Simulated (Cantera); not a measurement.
Input: 1 mol H₂O, 0.85 mol H₂, at 2052 °C and 95000 Pa.

Cantera equilibrium calculation (NASA polynomials, part measured and part estimated; ideal gas, pure solids and liquids). Candidate condensed phases: H₂O; 9 gas species. Rates play no part.

Base state: H₂O 0.537, H₂ 0.454, H 0.00761, OH 0.00150, O 1.70e-5 (mole fractions); condensed: gas only.

Task: What changes in the equilibrium state with this change: temperature from 2052 °C to 1227 °C?

Result: 
```csv
species,before,after
H₂O,0.537,0.541
H₂,0.454,0.459
H,0.00761,1.22e-5
O,1.70e-5,<1e-9
OH,0.00150,4.11e-7
```

Task: What changes in the equilibrium state with this change: temperature from 2052 °C to 575 °C?

Result: 
```tsv
species	before	after
H₂O	0.537	0.541
H₂	0.454	0.459
H	0.00761	<1e-9
OH	0.00150	<1e-9
O	1.70e-5	<1e-9
```

Task: What changes in the equilibrium state with this change: H₂O replaced by S?

Result: 
| species | before | after |
|---|---|---|
| H₂ | 0.454 | 0.537 |
| S₂ | 0 | 0.309 |
| H₂S | 0 | 0.0803 |
| H₂O | 0.537 | 0 |
| SH | 0 | 0.0541 |
| S | 0 | 0.0113 |
| OH | 0.00150 | 0 |
| O | 1.70e-5 | 0 |
| H | 0.00761 | 0.00827 |
Further candidate phases: S.
